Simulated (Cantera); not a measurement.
Input (Python, Cantera) and output of one run.

```python
import numpy as np
import cantera as ct

gas_names = """
    H HNO HNO2 HNO3 HO2 H2 H2O H2O2 N NH NH2 NH3 NH2OH NO NO2 NO3 N2 N2H2 N2H4 N2O O OH O2 O3 Si SiH
    SiH2 SiH3 SiH4 SiN SiO SiO2 Si2 Si2N Si3
""".split()
cond_names = """
    H2O(s) H2O(L) Si(cr) Si(L) SiO2(Lqz) SiO2(hqz) SiO2(L) Si2N2O(s) Si3N4(a)
""".split()


# ... load() reads the species with a 1 bar reference pressure and builds the phases ...
atoms = {
    'Si3N4': {'Si': 3, 'N': 4},
    'N2O': {'N': 2, 'O': 1},
    'H2': {'H': 2},
}
top_T = {'Si2N2O(s)': 2100, 'Si3N4(a)': 2400}  # K; cautious upper limits of use, not melting points


# ... equilibrate(T, P, feed) seeds the gas with the atoms and calls Mixture.equilibrate('TP', solver="vcs", rtol=1e-11, max_steps=5000) ...
results = []
feed = {'Si3N4': 1, 'N2O': 2.1, 'H2': 3.7}  # mol
P = 3.4  # Pa
for T in [1598, 1648, 1698, 1748, 1798, 1848, 1898, 1948, 1998, 2048, 2098, 2148]:
    mix = equilibrate(T, P, feed)
    results.append((T, P, feed, dict(zip(mix.species_names, mix.species_moles))))
    x = sorted(zip(gas.X, gas.species_names), reverse=True)
    print(f"T = {T:g} K  P = {P:g} Pa  gas = {mix.phase_moles(0):.4g} mol")
    print("   x: " + "  ".join(f"{s} {v:.3e}" for v, s in x if v > 0.001))
    print("   condensed (mol): " + ("  ".join(f"{mix.phase(i).name} {mix.phase_moles(i):.4g}"
          for i in range(1, mix.n_phases) if mix.phase_moles(i) > 1e-12) or "none"))
```

Output:

```
T = 1598 K  P = 3.4 Pa  gas = 9.955 mol
   x: N2 4.118e-01  H2 3.689e-01  SiO 2.109e-01  H 5.544e-03  Si 2.751e-03
   condensed (mol): Si(cr) 0.8718
T = 1648 K  P = 3.4 Pa  gas = 10.02 mol
   x: N2 4.090e-01  H2 3.645e-01  SiO 2.095e-01  H 9.221e-03  Si 7.576e-03
   condensed (mol): Si(cr) 0.8219
T = 1698 K  P = 3.4 Pa  gas = 10.17 mol
   x: N2 4.029e-01  H2 3.562e-01  SiO 2.064e-01  Si 1.931e-02  H 1.480e-02
   condensed (mol): Si(L) 0.698
T = 1748 K  P = 3.4 Pa  gas = 10.47 mol
   x: N2 3.914e-01  H2 3.417e-01  SiO 2.005e-01  Si 4.281e-02  H 2.291e-02
   condensed (mol): Si(L) 0.4395
T = 1798 K  P = 3.4 Pa  gas = 10.98 mol
   x: N2 3.734e-01  H2 3.199e-01  SiO 1.913e-01  Si 8.008e-02  H 3.415e-02
   condensed (mol): none
T = 1848 K  P = 3.4 Pa  gas = 11.07 mol
   x: N2 3.702e-01  H2 3.087e-01  SiO 1.896e-01  Si 8.020e-02  H 5.052e-02
   condensed (mol): none
T = 1898 K  P = 3.4 Pa  gas = 11.2 mol
   x: N2 3.659e-01  H2 2.938e-01  SiO 1.874e-01  Si 7.966e-02  H 7.266e-02
   condensed (mol): none
T = 1948 K  P = 3.4 Pa  gas = 11.37 mol
   x: N2 3.604e-01  H2 2.744e-01  SiO 1.846e-01  H 1.015e-01  Si 7.866e-02
   condensed (mol): none
T = 1998 K  P = 3.4 Pa  gas = 11.6 mol
   x: N2 3.535e-01  H2 2.502e-01  SiO 1.811e-01  H 1.376e-01  Si 7.728e-02
   condensed (mol): none
T = 2048 K  P = 3.4 Pa  gas = 11.87 mol
   x: N2 3.454e-01  H2 2.213e-01  H 1.807e-01  SiO 1.769e-01  Si 7.556e-02
   condensed (mol): none
T = 2098 K  P = 3.4 Pa  gas = 12.2 mol
   x: N2 3.361e-01  H 2.292e-01  H2 1.887e-01  SiO 1.722e-01  Si 7.360e-02
   condensed (mol): none
T = 2148 K  P = 3.4 Pa  gas = 12.56 mol
   x: N2 3.264e-01  H 2.807e-01  SiO 1.672e-01  H2 1.542e-01  Si 7.150e-02
   condensed (mol): none
```

These are equilibrium values from Cantera (NASA tables, ideal gas, pure condensed phases), not measurements of a reactor. The tables' values for SiN are old estimates; treat these amounts as uncertain.
